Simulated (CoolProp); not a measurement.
Properties of oxygen along the isobar 8.31 MPa (Tc = 154.6 K, pc = 5.046 MPa, ω = 0.022).

The numbers come from the reference Helmholtz-energy equation of state, Schmidt 1985 in CoolProp.

```tsv
T (K)	phase	Z	Joule-Thomson coefficient (K/MPa)	viscosity (µPa s)	conductivity (mW/(m K))
69.4	liquid	0.3683	-0.3644	408	185
90.8	liquid	0.3048	-0.3314	208	156
112.1	liquid	0.2714	-0.2419	129	127
133.4	liquid	0.2589	-0.01700	83.6	98.0
154.8	supercritical	0.2792	0.7679	50.5	69.1
176.1	supercritical	0.5213	4.258	21.9	36.9
197.5	supercritical	0.7248	4.313	18.7	28.2
218.8	supercritical	0.8209	3.741	19.0	27.2
240.2	supercritical	0.8786	3.213	19.8	27.5
261.5	supercritical	0.9164	2.773	20.8	28.4
```

Viscosity comes from a separate model (Lemmon 2004). Thermal conductivity comes from a separate model (Lemmon 2004).
